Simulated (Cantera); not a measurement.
An adiabatic, constant-pressure homogeneous reactor starts with CH₄ : O₂ : N₂ : CO₂ = 1 : 1.25 : 4.7 : 0.51 (molar parts), equivalence ratio 1.6, at 1350 K and 330000 Pa. Integrator tolerance rtol = 1e-08.

Computed with Cantera and GRI-Mech 3.0 (53 species, 325 reactions).

**Question.** What does this change do: constant volume in place of constant pressure?

**Answer.** 
```json
[
 {"quantity": "time of steepest temperature rise", "before": "3.46 ms", "after": "3.20 ms"},
 {"quantity": "temperature at 0.100 s", "before": "2518 K", "after": "2774 K"},
 {"quantity": "equilibrium temperature", "before": "2518 K", "after": "2774 K"},
 {"quantity": "x(CH₄) at 0.100 s", "before": "4.52e-12 (gas-phase equilibrium 5.13e-12)", "after": "8.83e-12 (gas-phase equilibrium 1.01e-11)"},
 {"quantity": "x(O₂) at 0.100 s", "before": "0.000120 (gas-phase equilibrium 0.000120)", "after": "0.000497 (gas-phase equilibrium 0.000497)"},
 {"quantity": "x(CO₂) at 0.100 s", "before": "0.0602 (gas-phase equilibrium 0.0602)", "after": "0.0565 (gas-phase equilibrium 0.0565)"},
 {"quantity": "x(C₂H₄) at 0.100 s", "before": "<1e-12 (gas-phase equilibrium <1e-12)", "after": "<1e-12 (gas-phase equilibrium <1e-12)"},
 {"quantity": "x(HCN) at 0.100 s", "before": "5.09e-8 (gas-phase equilibrium 5.09e-8)", "after": "1.15e-7 (gas-phase equilibrium 1.15e-7)"}
]
```

**Question.** What does this change do: pressure from 330000 Pa to 650000 Pa?

**Answer.** 
```tsv
quantity	before	after
time of steepest temperature rise	3.46 ms	1.86 ms
temperature at 0.100 s	2518 K	2529 K
equilibrium temperature	2518 K	2529 K
x(CH₄) at 0.100 s	4.52e-12 (gas-phase equilibrium 5.13e-12)	1.68e-11 (gas-phase equilibrium 1.89e-11)
x(O₂) at 0.100 s	0.000120 (gas-phase equilibrium 0.000120)	6.87e-5 (gas-phase equilibrium 6.87e-5)
x(CO₂) at 0.100 s	0.0602 (gas-phase equilibrium 0.0602)	0.0603 (gas-phase equilibrium 0.0603)
x(C₂H₄) at 0.100 s	<1e-12 (gas-phase equilibrium <1e-12)	<1e-12 (gas-phase equilibrium <1e-12)
x(HCN) at 0.100 s	5.09e-8 (gas-phase equilibrium 5.09e-8)	9.99e-8 (gas-phase equilibrium 9.99e-8)
```

**Question.** What does this change do: pressure from 330000 Pa to 101000 Pa?

**Answer.** 
```
quantity                                                              before                                      after
---------------------------------  -----------------------------------------  -----------------------------------------
time of steepest temperature rise                                    3.46 ms                                    9.09 ms
temperature at 0.100 s                                                2518 K                                     2491 K
equilibrium temperature                                               2518 K                                     2491 K
x(CH₄) at 0.100 s                  4.52e-12 (gas-phase equilibrium 5.13e-12)      <1e-12 (gas-phase equilibrium <1e-12)
x(O₂) at 0.100 s                   0.000120 (gas-phase equilibrium 0.000120)  0.000294 (gas-phase equilibrium 0.000294)
x(CO₂) at 0.100 s                      0.0602 (gas-phase equilibrium 0.0602)      0.0600 (gas-phase equilibrium 0.0600)
x(C₂H₄) at 0.100 s                     <1e-12 (gas-phase equilibrium <1e-12)      <1e-12 (gas-phase equilibrium <1e-12)
x(HCN) at 0.100 s                    5.09e-8 (gas-phase equilibrium 5.09e-8)    1.58e-8 (gas-phase equilibrium 1.58e-8)
```
